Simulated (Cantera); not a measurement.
Charge: 1 mol trisilylamine, 1 mol NH₃, 6.2 mol H₂, equilibrated at 1873.15 K and 1000 Pa.

These are equilibrium values from Cantera (NASA tables, ideal gas, pure condensed phases), not measurements of a reactor. Candidate condensed phases: Si, Si₃N₄; 18 gas species. The feed counts by its element totals alone. Gases not in the tables: Si₂H₆ and higher silanes. Equilibrium is a limit: real reactors are often held back by kinetics, nucleation or transport.

Base state: H₂ 0.917, N₂ 0.0754, H 0.00619, Si 0.000884, SiH 7.88e-5, SiH₂ 4.50e-5, Si₂N 1.30e-5 (mole fractions); condensed: Si(l).

Task: What changes in the equilibrium state with this change: temperature from 1873.15 K to 973 K?

Result: 
| species | before | after |
|---|---|---|
| H₂ | 0.917 | 1.00 |
| H | 0.00619 | 1.08e-8 |
| N₂ | 0.0754 | <1e-9 |
| Si | 0.000884 | <1e-9 |
| SiH | 7.88e-5 | <1e-9 |
| SiH₂ | 4.50e-5 | <1e-9 |
| Si₂N | 1.30e-5 | <1e-9 |
| Si(l), mol | 2.99 | 0 |
| Si(s), mol | 0 | 1.50 |
| Si₃N₄(s), mol | 0 | 0.500 |

Task: What changes in the equilibrium state with this change: temperature from 1873.15 K to 1400 K?

Result: 
```tsv
species	before	after
H₂	0.917	0.999
N₂	0.0754	0.000574
H	0.00619	4.86e-5
SiH₂	4.50e-5	3.76e-7
Si₂N	1.30e-5	<1e-9
Si	0.000884	8.23e-8
SiH	7.88e-5	4.11e-8
Si(l), mol	2.99	0
Si(s), mol	0	1.51
Si₃N₄(s), mol	0	0.496
```
Mutual solubility and eutectic melting of coexisting phases are not modelled.
